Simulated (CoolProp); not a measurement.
Sulfur dioxide along the isobar 28.3 MPa: Z from the reference equation and from simpler models built on Tc = 157.5 °C, pc = 7.887 MPa, ω = 0.256; each cubic takes its own stable root.

Values from CoolProp's reference Helmholtz-energy equation of state, Gao 2016.

```tsv
T (°C)	phase	reference	van der Waals	Redlich-Kwong	Soave-Redlich-Kwong
144.35	liquid	0.4756	0.6917	0.5393	0.5354
153.35	liquid	0.4782	0.6872	0.5417	0.5403
162.35	supercritical	0.4819	0.6834	0.5448	0.5465
171.25	supercritical	0.4867	0.6802	0.5489	0.5540
180.25	supercritical	0.4927	0.6777	0.5538	0.5631
189.15	supercritical	0.5000	0.6758	0.5597	0.5735
198.15	supercritical	0.5089	0.6746	0.5665	0.5856
207.05	supercritical	0.5192	0.6740	0.5742	0.5991
216.05	supercritical	0.5313	0.6740	0.5830	0.6142
224.95	supercritical	0.5450	0.6747	0.5925	0.6304
233.95	supercritical	0.5605	0.6760	0.6030	0.6480
242.85	supercritical	0.5773	0.6779	0.6142	0.6662
251.85	supercritical	0.5957	0.6804	0.6263	0.6853
```
